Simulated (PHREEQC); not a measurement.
**Geothermal or formation water: speciation**

A made-up water analysis in mmol/kgw, 70 °C, pH 6.42:

```
constituent           mmol/kgw
--------------------  --------
Na                         304
K                       0.0272
Ca                        9.08
Mg                        70.7
Cl                         234
S(6)                       118
Alkalinity (meq/kgw)   0.00157
```

Valence states are taken as typed.

Computed with PHREEQC (Pitzer model, pitzer.dat).

No solid was allowed to form.

Question: What activity of water does the model give?

Answer: activity of water 0.989.

Question: In which forms is C present?

Answer: HCO3- 72 %, CO2 28 % of the C.

At this temperature some constants are extrapolated from 25 °C, and those without enthalpy data are left unchanged.
